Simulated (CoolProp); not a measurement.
Vapour-liquid equilibrium of CH2F2 (R32) (1) + R1234yf (2) at -44.65 °C; x and y are mole fractions of (1).

Computed with CoolProp (multi-fluid Helmholtz-energy mixture model, Tillner-Roth 1997 and Lemmon 2022; pair parameters Bell 2023).

Question: Give the bubble pressure and the first vapour's composition at x = 0.15, 0.85, 0.95. Is there an azeotrope?

Answer: x = 0.15: 0.07530 MPa, y = 0.432; x = 0.85: 0.1373 MPa, y = 0.904; x = 0.95: 0.1414 MPa, y = 0.962. No azeotrope shows between x = 0.05 and 0.95.

Pair parameters are fitted to limited data, so mixtures are less certain than the pure fluids.
